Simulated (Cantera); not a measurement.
An adiabatic, constant-volume homogeneous reactor starts with 12.1 % CH₄, 0.845 % H₂, 20.5 % O₂, 53.3 % N₂, 13.3 % CO₂, at 1450 K and 1.58 atm.

Computed with Cantera and GRI-Mech 3.0 (53 species, 325 reactions).

Problem. Predict: time of steepest temperature rise; temperature at 0.100 s; equilibrium temperature; x(H₂) at 0.100 s; x(O₂) at 0.100 s; x(CH₂O) at 0.100 s; x(H) at 0.100 s; x(H₂O) at 0.100 s.

Solution. 
```
Property                                                             Value
---------------------------------  ---------------------------------------
time of steepest temperature rise                                 0.911 ms
temperature at 0.100 s                                              2873 K
equilibrium temperature                                             2873 K
x(H₂) at 0.100 s                     0.0229 (gas-phase equilibrium 0.0229)
x(O₂) at 0.100 s                     0.0173 (gas-phase equilibrium 0.0173)
x(CH₂O) at 0.100 s                 3.40e-9 (gas-phase equilibrium 3.40e-9)
x(H) at 0.100 s                    0.00865 (gas-phase equilibrium 0.00865)
x(H₂O) at 0.100 s                      0.193 (gas-phase equilibrium 0.193)
```
